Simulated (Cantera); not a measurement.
Charge: 1 mol SiH2Cl2, a varied amount of N2O, at 1075 K and 0.110 bar.

Method: chemical equilibrium by Gibbs-energy minimisation in Cantera with the NASA 1993 tables (ideal gas, pure condensed phases). Candidate condensed phases: H2O, NH4Cl, Si, SiO2, Si2N2O, Si3N4; 47 gas species. Mutual solubility and eutectic melting of coexisting phases are not modelled. The tables' values for SiCl3 are old estimates; treat these amounts as uncertain. Kinetics and transport are ignored.

x: gas mole fraction; n: condensed amount in mol.

```json
[
 {"n(N2O) (mol)": "0.99", "x HCl": "0.660", "x N2": "0.265", "x O2": "<1e-12", "x H2": "0.0501", "x H2O": "3.28e-6", "x Cl2": "1.25e-9", "x SiCl4": "0.0250", "n SiO2(β-quartz)": "0.349", "n Si2N2O(s)": "0.293"},
 {"n(N2O) (mol)": "4", "x HCl": "0.221", "x N2": "0.581", "x O2": "0.128", "x H2": "2.05e-10", "x H2O": "0.0347", "x Cl2": "0.0344", "x SiCl4": "2.81e-12", "n SiO2(β-quartz)": "1.00", "n Si2N2O(s)": "0"},
 {"n(N2O) (mol)": "6.9", "x HCl": "0.132", "x N2": "0.615", "x O2": "0.207", "x H2": "1.08e-10", "x H2O": "0.0233", "x Cl2": "0.0231", "x SiCl4": "<1e-12", "n SiO2(β-quartz)": "1.00", "n Si2N2O(s)": "0"},
 {"n(N2O) (mol)": "9.9", "x HCl": "0.0929", "x N2": "0.630", "x O2": "0.243", "x H2": "7.36e-11", "x H2O": "0.0172", "x Cl2": "0.0169", "x SiCl4": "<1e-12", "n SiO2(β-quartz)": "1.00", "n Si2N2O(s)": "0"},
 {"n(N2O) (mol)": "13", "x HCl": "0.0713", "x N2": "0.638", "x O2": "0.263", "x H2": "5.54e-11", "x H2O": "0.0134", "x Cl2": "0.0133", "x SiCl4": "<1e-12", "n SiO2(β-quartz)": "1.00", "n Si2N2O(s)": "0"},
 {"n(N2O) (mol)": "16", "x HCl": "?", "x N2": "0.643", "x O2": "0.276", "x H2": "?", "x H2O": "?", "x Cl2": "?", "x SiCl4": "<1e-12", "n SiO2(β-quartz)": "1.00", "n Si2N2O(s)": "0"},
 {"n(N2O) (mol)": "19", "x HCl": "0.0492", "x N2": "0.647", "x O2": "0.285", "x H2": "3.75e-11", "x H2O": "0.00947", "x Cl2": "0.00931", "x SiCl4": "<1e-12", "n SiO2(β-quartz)": "1.00", "n Si2N2O(s)": "0"},
 {"n(N2O) (mol)": "22", "x HCl": "?", "x N2": "0.650", "x O2": "0.291", "x H2": "?", "x H2O": "?", "x Cl2": "?", "x SiCl4": "<1e-12", "n SiO2(β-quartz)": "1.00", "n Si2N2O(s)": "0"},
 {"n(N2O) (mol)": "25", "x HCl": "0.0375", "x N2": "0.652", "x O2": "0.296", "x H2": "2.84e-11", "x H2O": "0.00731", "x Cl2": "0.00716", "x SiCl4": "<1e-12", "n SiO2(β-quartz)": "1.00", "n Si2N2O(s)": "0"},
 {"n(N2O) (mol)": "28", "x HCl": "0.0335", "x N2": "0.653", "x O2": "0.300", "x H2": "2.53e-11", "x H2O": "0.00656", "x Cl2": "0.00642", "x SiCl4": "<1e-12", "n SiO2(β-quartz)": "1.00", "n Si2N2O(s)": "0"}
]
```

### Question
What belongs in the gaps?

### Answer

- 16, x HCl: 0.0582
- 16, x H2: 4.47e-11
- 16, x H2O: 0.0111
- 16, x Cl2: 0.0109
- 22, x HCl: 0.0426
- 22, x H2: 3.23e-11
- 22, x H2O: 0.00825
- 22, x Cl2: 0.00810
